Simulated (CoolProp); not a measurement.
Values from CoolProp's reference Helmholtz-energy equation of state, Thol 2016.

Task: Give the vapour pressure (bar), liquid density (kg/m³), liquid cp (kJ/(kg K)), surface tension (mN/m) of saturated R1234ze(E) at 28.55 °C.

Result: 
```json
[
 {"T (°C)": "28.55", "p (bar)": "5.54", "liquid density (kg/m³)": "1150", "liquid cp (kJ/(kg K))": "1.40", "surface tension (mN/m)": "8.44"}
]
```

Surface tension comes from a separate correlation (Mulero 2014).
